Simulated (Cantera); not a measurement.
Input (Python, Cantera) and output of one run.

```python
import numpy as np
import cantera as ct

gas_names = """
    H HO2 H2 H2O H2O2 O OH O2 O3 V VO VO2
""".split()
cond_names = """
    H2O(s) H2O(L) V(cr) V(L) VO(s) VO(L) V2O3(s) V2O3(L) V2O4(I) V2O4(II) V2O4(L) V2O5(s) V2O5(L)
""".split()


def load(file, names, dense=False):
    # The tables refer to 1 bar. Condensed volumes are neglected.
    table = {s.name: s for s in ct.Species.list_from_file(file)}
    out = []
    for n in names:
        d = dict(table[n].input_data)
        d["thermo"] = dict(d["thermo"], **{"reference-pressure": 1e5})
        if dense:
            d["equation-of-state"] = {"model": "constant-volume", "density": "1e6 g/cm^3"}
        out.append(ct.Species.from_dict(d))
    return out


gas = ct.Solution(thermo="ideal-gas", species=load("nasa_gas.yaml", gas_names))
cond = {s.name: ct.Solution(thermo="fixed-stoichiometry", species=[s], name=s.name)
        for s in load("nasa_condensed.yaml", cond_names, dense=True)}
atoms = {
    'V2O5': {'V': 2, 'O': 5},
    'H2': {'H': 2},
    'H2O': {'H': 2, 'O': 1},
}
top_T = {}  # K; cautious upper limits of use, not melting points


def equilibrate(T, P, feed):
    n = {}
    for name, mol in feed.items():
        for a, k in atoms[name].items():
            n[a] = n.get(a, 0.0) + k * mol
    gas.TPX = T, P, n
    mass = sum(n.values()) * gas.mean_molecular_weight
    gas.equilibrate("TP")
    valid = [c for c in cond.values() if c.min_temp <= T <= top_T.get(c.name, c.max_temp)]
    mix = ct.Mixture([(gas, mass / gas.mean_molecular_weight)] + [(c, 0.0) for c in valid])
    mix.T, mix.P = T, P
    mix.equilibrate("TP", solver="vcs", rtol=1e-11, max_steps=5000)
    return mix


results = []
feed = {'V2O5': 1, 'H2': 82, 'H2O': 0.044}  # mol
P = 16  # Pa
for T in [1373, 1473, 1573, 1673, 1773, 1873, 1973, 2073, 2173]:
    mix = equilibrate(T, P, feed)
    results.append((T, P, feed, dict(zip(mix.species_names, mix.species_moles))))

top = {s: max(r[3][s] / sum(r[3][g] for g in gas_names) for r in results) for s in gas_names}
cols = sorted((s for s in top if top[s] > 1e-06), key=lambda s: -top[s])[:9]
seen = [c for c in cond_names if any(r[3].get(c, 0) > 1e-12 for r in results)]
print("log10 of partial pressures in bar; condensed amounts in mol")
print(f"{'T/K':>10s}" + "".join(f"{s[:9]:>10s}" for s in cols + seen))
for T, P, feed, n in results:
    ng = sum(n[g] for g in gas_names)
    print(f"{T:10.4g}" + "".join(f"{np.log10(max(n[s] / ng * P / 1e5, 1e-99)):10.3f}" for s in cols)
          + "".join(f"{n.get(c, 0):10.4g}" for c in seen))
```

Result:

```
log10 of partial pressures in bar; condensed amounts in mol
       T/K        H2         H       H2O       VO2        VO        OH         O         V        O2   V2O3(s)
      1373    -3.807    -7.381    -5.400   -10.527   -12.584   -10.722   -14.331   -16.128   -16.242         1
      1473    -3.807    -6.802    -5.400    -9.294   -11.070    -9.979   -13.029   -14.240   -14.950    0.9999
      1573    -3.808    -6.295    -5.401    -8.223    -9.756    -9.330   -11.892   -12.598   -13.822    0.9984
      1673    -3.811    -5.849    -5.404    -7.287    -8.604    -8.760   -10.891   -11.156   -12.830    0.9861
      1773    -3.817    -5.455    -5.424    -6.468    -7.583    -8.269   -10.013    -9.865   -11.972    0.9047
      1873    -3.832    -5.106    -5.509    -5.770    -6.647    -7.893    -9.288    -8.628   -11.324    0.4877
      1973    -3.860    -4.800    -5.598    -5.528    -6.193    -7.560    -8.633    -7.906   -10.735         0
      2073    -3.904    -4.532    -5.603    -5.567    -6.137    -7.175    -7.947    -7.701   -10.014         0
      2173    -3.979    -4.306    -5.634    -5.618    -6.108    -6.834    -7.315    -7.544    -9.344         0
```

Equilibrium computed with Cantera from the NASA thermochemical tables; the gas is ideal and each condensed phase is pure. Condensed phases not in the tables: the oxides between V2O3 and V2O5 other than VO2.
